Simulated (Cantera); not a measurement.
A closed system holds: 1 mol Si, 4.5 mol Cl2, 51 mol N2, held at 527 °C and 10000 Pa.

Cantera equilibrium calculation (NASA polynomials, part measured and part estimated; ideal gas, pure solids and liquids). Candidate condensed phases: Si, Si3N4; 13 gas species. Kinetics and transport are ignored.

Base state: N2 0.936, Cl2 0.0459, SiCl4 0.0183 (mole fractions); condensed: gas only.

Q: What changes in the equilibrium state with this change: temperature from 527 °C to 1427 °C?

A: 
| species | before | after |
|---|---|---|
| N2 | 0.936 | 0.905 |
| Cl | 6.33e-6 | 0.0656 |
| SiCl4 | 0.0183 | 0.0175 |
| Cl2 | 0.0459 | 0.0117 |
| SiCl3 | <1e-9 | 0.000193 |
The tables' values for SiCl3 are old estimates; treat these amounts as uncertain.
